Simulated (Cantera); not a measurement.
## Hydrocarbon pyrolysis for carbon deposition

A perfectly stirred reactor is fed with 2.22 % C2H6, 97.8 % N2, at 0.900 Torr; it is held at 1498 K, and followed from long to short residence time.

Model: GRI-Mech 3.0 (53 species, 325 reactions), integrated in Cantera. GRI-Mech 3.0 stops at C3 and has no aromatics, soot or wall deposition, so with more carbon than oxygen in the feed, carbon stays in small species such as C2H2 where larger ones or solid carbon would form. Radical loss at walls, strong at low pressure, is not modelled.

| τ (s) | x C2H6 | x CH4 | x H | x H2 | x HCN |
|---|---|---|---|---|---|
| 7.1 | 9.63e-5 | 0.00345 | 0.000249 | 0.0362 | 1.49e-5 |
| 1.2 | 0.000506 | 0.00547 | 0.000280 | 0.0303 | 6.25e-6 |
| 0.21 | 0.00247 | 0.00577 | 0.000296 | 0.0209 | 2.56e-6 |
| 0.037 | 0.0102 | 0.00232 | 0.000221 | 0.00871 | 7.66e-7 |
| 0.0063 | 0.0203 | 0.000157 | 5.84e-5 | 0.000723 | 4.45e-8 |
| 0.0011 | 0.0220 | 5.54e-6 | 2.08e-6 | 4.81e-6 | 4.00e-12 |
| 0.00019 | 0.0222 | 1.69e-7 | 3.88e-8 | 1.56e-8 | <1e-12 |
x: mole fraction; the columns are a selection and need not sum to one.
